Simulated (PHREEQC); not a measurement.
Model water analysis in mg/L, 25 °C, pH 7.07, pe 9.7:

| constituent | mg/L |
|---|---|
| Na | 83.9 |
| K | 17.4 |
| Ca | 177 |
| Mg | 14.8 |
| Cl | 160 |
| S(6) as SO4 | 44.6 |
| Alkalinity as HCO3 | 512 |
| Ba | 2.75 |
| Zn | 0.162 |
| Li | 0.378 |
| Pb | 40.5 |
| Cd | 0.781 |

Cl is adjusted to close the charge balance.
Valence states are taken as typed.

Computed with PHREEQC (ion-association model, phreeqc.dat).

Precipitation was switched off in this run.

Task: Order these Pb species by the share of Pb that they hold, largest first: PbHCO3+, PbOH+, PbCO3, Pb+2, Pb(CO3)2-2.

Result: PbCO3 (87 %), PbHCO3+ (8.3 %), Pb+2 (2.3 %), Pb(CO3)2-2 (1.4 %), PbOH+ (0.35 %)

Task: Order these Mg species by the share of Mg that they hold, largest first: MgSO4, Mg+2, MgCO3, MgHCO3+.

Result: Mg+2 (92 %), MgHCO3+ (5.0 %), MgSO4 (2.7 %), MgCO3 (0.20 %)

The pH is 7.07 and the ionic strength 0.0188 mol/kgw. The solution is supersaturated, for example in Cerussite, Otavite, so a real one may precipitate; this is no full list. The database's zinc carbonate complexes are estimates, stronger than later reviews accept.
